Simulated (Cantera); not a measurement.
Ammonia decomposition in nitride growth gas

An isothermal, constant-pressure homogeneous reactor starts with NH₃ : H₂ = 1 : 4 (molar parts), at 1525 K and 22.5 Torr.

Cantera simulation using the gas-phase N/H chemistry of the illustrative SiF4/NH3 mechanism in the Surface Chemkin manual (1991); the numbers are that mechanism's predictions, not measurements. Walls and surfaces, which speed up NH3 decomposition in real reactors, are not modelled.

```csv
t (s),x NH₃,x H₂,x N₂H₄,x NH₂,x N₂
7.00e-6,0.200,0.800,<1e-12,4.40e-10,<1e-12
3.94e-5,0.200,0.800,<1e-12,2.13e-9,<1e-12
0.000222,0.200,0.800,<1e-12,1.13e-8,<1e-12
0.00125,0.200,0.800,<1e-12,6.30e-8,<1e-12
0.00705,0.200,0.800,<1e-12,3.54e-7,2.64e-11
0.0397,0.200,0.800,9.23e-12,1.99e-6,6.34e-9
0.224,0.200,0.800,2.83e-10,1.10e-5,1.31e-6
1.26,0.200,0.800,1.86e-9,2.84e-5,0.000118
7.10,0.197,0.801,1.85e-9,2.83e-5,0.00104
40.0,0.186,0.808,1.69e-9,2.71e-5,0.00594
```
x: mole fraction; the columns are a selection and need not sum to one.

Equilibrium at this temperature and pressure: NH₃ 4.31e-7, H₂ 0.917, N₂H₄ <1e-12, NH₂ 1.39e-10, N₂ 0.0833 (gas phase only).
